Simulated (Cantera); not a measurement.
Charge: 1 mol S, 0.036 mol SO₂, equilibrated at 2173.15 K and 113000 Torr.

Equilibrium computed with Cantera from the NASA thermochemical tables; the gas is ideal and each condensed phase is pure. Candidate condensed phases: S; 10 gas species. The ideal-gas law is rough above about 30 bar. Kinetics and transport are ignored.

Base state: S₂ 0.911, SO₂ 0.0464, S₂O 0.0316, SO 0.0105, S 0.000704 (mole fractions); condensed: gas only.

Q: What changes in the equilibrium state with this change: 0.0087 mol CO₂ added?

A: 
```tsv
species	before	after
S₂	0.911	0.890
SO₂	0.0464	0.0501
S₂O	0.0316	0.0323
CO	0	0.00910
CO₂	0	0.00532
SO	0.0105	0.0108
COS	0	0.00150
CS₂	0	9.96e-5
```
Further candidate phases: C.
